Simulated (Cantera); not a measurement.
Feed: 1 mol CH₃SiH₃, 0.5 mol C₃H₈, 11 mol H₂, at 133 Pa.

These are equilibrium values from Cantera (NASA tables, ideal gas, pure condensed phases), not measurements of a reactor. Candidate condensed phases: C, C₆H₆, C₇H₈, C₈H₁₈, Si, SiC; 87 gas species. The feed counts by its element totals alone. Kinetics and transport are ignored.

**Question.** At 2525 K, list the 4 most abundant gas species with their mole fractions, and the condensed phases.

**Answer.** H 0.509, H₂ 0.440, Si 0.0338, SiC₂ 0.00942. Condensed: C(graphite).
